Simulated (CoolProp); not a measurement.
Saturated liquid density (kg/m³) of tetrahydrofuran: the reference equation beside estimates from Tc = 267.0 °C, pc = 5.304 MPa, ω = 0.234. Rackett uses Z = 0.29056 − 0.08775 ω.

Computed with CoolProp (reference Helmholtz-energy equation of state, Fiedler 2023).

```
T (°C)  reference  Rackett  van der Waals  Redlich-Kwong  Soave-Redlich-Kwong  Peng-Robinson
------  ---------  -------  -------------  -------------  -------------------  -------------
-21.15      931.7    941.8          568.5          845.6                  ___          964.9
-12.85      922.9    933.3          563.9          838.1                851.9          957.9
-4.55       914.0    924.7          559.2          830.4                845.2          950.8
3.75        905.1    915.9          554.3          822.4                838.2          943.4
12.05       896.1    907.1          549.4          814.2                831.0          935.7
20.35       887.0    898.1          544.4          805.8                823.5          927.8
28.65       877.9    889.0          539.3          797.2                815.8          919.6
36.95       868.7    879.8          534.0          788.3                807.8          911.0
45.25       859.4    870.4          528.7          779.2                799.6          902.2
53.45         ___      ___          523.3          769.9                791.1          893.1
61.75       840.6    851.3          517.7          760.2                782.3          883.6
70.05       830.9    841.5          511.9          750.2                773.1          873.7
78.35       821.2    831.4          506.0          739.9                763.6          863.3
86.65       811.2    821.2          500.0          729.3                753.7          852.6
94.95       801.1    810.8          493.8          718.4                743.5          841.4
```

Question: What belongs in the gaps?

Answer: 
- -21.15, Soave-Redlich-Kwong: 858.5
- 53.45, reference: 850.1
- 53.45, Rackett: 861.0

Absolute difference from the reference over all 15 rows, mean and median: Rackett 1.2 and 1.2 %, van der Waals 38.6 and 38.5 %, Redlich-Kwong 9.5 and 9.3 %, Soave-Redlich-Kwong 7.2 and 7.1 %, Peng-Robinson 4.7 and 4.9 %.
